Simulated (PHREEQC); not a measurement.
Dissolve 0.0013 mol/kgw CdCl2, 0.014 mol/kgw ZnCl2, 0.00025 mol/kgw NaF and 0.00025 mol/kgw Na2SO4 at 65 °C. Closed to the air; pH follows from the charge balance.

Model: ion-association model, phreeqc.dat, run in PHREEQC.

Q: The ionic strength comes out as 0.0408 mol/kgw. What activity coefficients do Na+, ZnCl+, CdCl+, ZnF+, Zn+2 get?

A: Na+ 0.82, ZnCl+ 0.82, CdCl+ 0.82, ZnF+ 0.82, Zn+2 0.46.

No solid was allowed to form. Constants without temperature data keep their 25 °C values here.
